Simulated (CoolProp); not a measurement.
c-C4F8 (RC318) along the isobar 4.32 MPa: density (kg/m³) from the reference equation and from simpler models built on Tc = 115.2 °C, pc = 2.778 MPa, ω = 0.355; each cubic takes its own stable root.

Values from CoolProp's reference Helmholtz-energy equation of state, Platzer 1990. This equation is an older, rougher fit; its heat capacities, sound speeds and derivatives of the liquid may be far off and weren't checked against measurements.

| T (°C) | phase | reference | van der Waals | Redlich-Kwong | Soave-Redlich-Kwong | Peng-Robinson |
|---|---|---|---|---|---|---|
| 15.05 | liquid | 1561 | 1001 | 1412 | 1482 | ___ |
| 29.25 | liquid | 1509 | 974.0 | 1360 | 1429 | 1614 |
| 43.35 | liquid | 1454 | 945.1 | 1303 | 1370 | 1548 |
| 57.45 | liquid | 1395 | 914.1 | 1242 | 1305 | 1473 |
| 71.55 | liquid | 1331 | 880.4 | 1176 | 1231 | 1388 |
| 85.65 | liquid | 1258 | 843.3 | 1101 | 1146 | 1289 |
| 99.75 | liquid | 1172 | ___ | 1017 | 1046 | 1172 |
| 113.95 | liquid | 1060 | 753.7 | 918.3 | 921.3 | 1023 |
| 128.05 | supercritical | 892.8 | 697.2 | 797.8 | 758.5 | 828.6 |
| 142.15 | supercritical | 628.4 | 627.3 | ___ | 559.8 | 598.1 |
| 156.25 | supercritical | 456.1 | 540.3 | 502.4 | 429.7 | 455.4 |
| 170.35 | supercritical | 377.8 | 452.1 | ___ | 362.7 | 382.5 |
| 184.45 | supercritical | ___ | 388.3 | 361.4 | 321.3 | 337.4 |
| 198.65 | supercritical | 301.0 | 345.3 | 325.3 | 292.0 | ___ |
| 212.75 | supercritical | 277.7 | ___ | 298.7 | ___ | 281.7 |
| 226.85 | supercritical | 259.3 | 291.3 | 277.9 | 252.3 | 262.7 |

### Question
Fill in the missing entries.

### Answer

- 15.05, Peng-Robinson: 1674
- 99.75, van der Waals: 801.7
- 142.15, Redlich-Kwong: 647.1
- 170.35, Redlich-Kwong: 414.2
- 184.45, reference: 332.3
- 198.65, Peng-Robinson: 305.6
- 212.75, van der Waals: 314.7
- 212.75, Soave-Redlich-Kwong: 270.0
